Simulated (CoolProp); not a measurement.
Properties of R407C along the isotherm 500 K (Tc = 359.3 K, pc = 46.32 bar, ω = 0.363).

Values from CoolProp's reference Helmholtz-energy equation of state, Lemmon 2003. It is a pseudo-pure fit of the blend.

```csv
p (bar),phase,density (kg/m³),cp (kJ/(kg K)),Joule-Thomson coefficient (K/MPa),isothermal compressibility (1/MPa),Prandtl number,fugacity coefficient
30.9,gas,68.81,1.200,3.993,0.3470,0.843,0.9330
61.8,supercritical,147.8,1.291,3.817,0.1843,0.934,0.8718
92.6,supercritical,236.1,1.396,3.451,0.1263,1.05,0.8175
124,supercritical,330.9,1.495,2.891,0.09110,1.18,0.7698
154,supercritical,418.6,1.558,2.303,0.06682,1.28,0.7322
185,supercritical,499.8,1.587,1.760,0.04862,1.37,0.7011
216,supercritical,569.2,1.589,1.327,0.03597,1.45,0.6772
247,supercritical,627.3,1.578,0.9982,0.02735,1.51,0.6593
278,supercritical,676.2,1.562,0.7527,0.02144,1.56,0.6465
309,supercritical,717.8,1.547,0.5682,0.01731,1.60,0.6378
340,supercritical,753.7,1.532,0.4273,0.01433,1.63,0.6326
371,supercritical,785.1,1.519,0.3176,0.01212,1.66,0.6302
401,supercritical,812.1,1.508,0.2331,0.01049,1.69,0.6303
432,supercritical,837.2,1.498,0.1623,0.009174,1.72,0.6325
463,supercritical,859.9,1.489,0.1042,0.008123,1.74,0.6365
```

Viscosity comes from a separate model (Geller 2000). Thermal conductivity comes from a separate model (Geller 2001).
